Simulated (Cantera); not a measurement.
**Al + Cl2 + N2 (aluminium and copper etching)**

A closed system holds: 1 mol Al, 0.59 mol Cl2, 2.1 mol N2.

These are equilibrium values from Cantera (NASA tables, ideal gas, pure condensed phases), not measurements of a reactor. Candidate condensed phases: Al, AlCl3, AlN; 11 gas species. The tables' values for AlCl2 are old estimates. Kinetics and transport are ignored.

Stable condensed phases:

```
T in °C \ P in Pa
              1    6.8     46    320   2200  15000 100000
   1200       A      A      B      B      B      B      B
   1150       A      B      B      B      B      B      B
   1100       A      B      B      B      B      B      B
   1050       B      B      B      B      B      B      B
   1000       B      B      B      B      B      B      B
    950       B      B      B      B      B      B      B
    900       B      B      B      B      B      B      B
    850       B      B      B      B      B      B      B
    800       B      B      B      B      B      B      B
    750       B      B      B      B      B      B      B
```

A: gas only; B: AlN.
